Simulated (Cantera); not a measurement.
Charge: 1 mol SiH4, 3.1 mol N2, 0.028 mol HCl, at 900 K and 1.00 mbar.

Method: chemical equilibrium by Gibbs-energy minimisation in Cantera with the NASA 1993 tables (ideal gas, pure condensed phases). Candidate condensed phases: NH4Cl, Si, Si3N4; 28 gas species. N2 is the only nitrogen source here; it is nearly inert below about 1500 K, so the nitride shown seldom forms there in practice. Kinetics and transport are ignored.

Base state: N2 0.545, H2 0.448, HCl 0.00628 (mole fractions); condensed: Si3N4(s).

Q: What changes in the equilibrium state with this change: temperature from 900 K to 1725 K?

A: 
```json
[
 {"species": "N2", "before": "0.545", "after": "0.603"},
 {"species": "H2", "before": "0.448", "after": "0.387"},
 {"species": "HCl", "before": "0.00628", "after": "0.00494"},
 {"species": "H", "before": "2.48e-9", "after": "0.00365"},
 {"species": "Si", "before": "<1e-9", "after": "0.00102"},
 {"species": "SiCl2", "before": "<1e-9", "after": "0.000217"},
 {"species": "Cl", "before": "<1e-9", "after": "3.61e-5"},
 {"species": "SiCl", "before": "<1e-9", "after": "3.51e-5"},
 {"species": "Si3N4(s), mol", "before": "0.333", "after": "0"},
 {"species": "Si(l), mol", "before": "0", "after": "0.993"}
]
```
The tables' values for SiCl, SiN are old estimates; treat these amounts as uncertain.
